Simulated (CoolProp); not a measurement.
Properties of decamethylcyclopentasiloxane (D5) along the isotherm 620 K.

Values from CoolProp's reference Helmholtz-energy equation of state, Thol 2019.

```csv
p (bar),phase,cv (kJ/(kg K)),speed of sound (m/s),isothermal compressibility (1/MPa),fugacity coefficient
0.0511,gas,1.930,118.4,196.0,0.9983
0.0796,gas,1.930,118.3,126.0,0.9974
0.124,gas,1.930,118.1,80.98,0.9959
0.193,gas,1.930,117.9,52.15,0.9937
0.3,gas,1.931,117.5,33.67,0.9902
0.468,gas,1.931,116.8,21.71,0.9847
0.729,gas,1.932,115.8,14.06,0.9762
1.13,gas,1.933,114.2,9.208,0.9632
1.77,gas,1.935,111.5,6.029,0.9426
2.75,gas,1.939,107.2,4.052,0.9112
4.28,gas,1.945,99.78,2.828,0.8627
6.67,gas,1.957,85.59,2.197,0.7875
10.4,gas,1.996,47.35,3.902,0.6671
16.2,supercritical,1.992,117.3,0.1787,0.4760
```
